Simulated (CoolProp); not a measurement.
A single-stage vapour-compression cycle with hydrogen chloride: evaporating at 197.15 K (dew point), condensing at 227.15 K (bubble point), superheat 8 K, subcooling 8 K, compressor efficiency 0.7, no pressure losses. Each further row changes one setting.

Model: reference Helmholtz-energy equation of state, Thol 2018, in CoolProp.

```
case                              cooling COP  pressure ratio  discharge temperature (K)  refrigerating effect (kJ/kg)  volumetric capacity (kJ/m³)
--------------------------------  -----------  --------------  -------------------------  ----------------------------  ---------------------------
as stated                                3.92            3.74                      334.2                           404                         1470
evaporating temperature 202.15 K         4.97            2.91                      312.5                           407                         1870
condensing temperature 222.15 K          4.83            3.08                      312.0                           412                         1500
subcooling 13 K                          4.00            3.74                      334.2                           412                         1500
superheat 18 K                           3.80            3.74                      351.4                           413                         1420
compressor efficiency 0.6                3.36            3.74                      354.7                           404                         1470
```
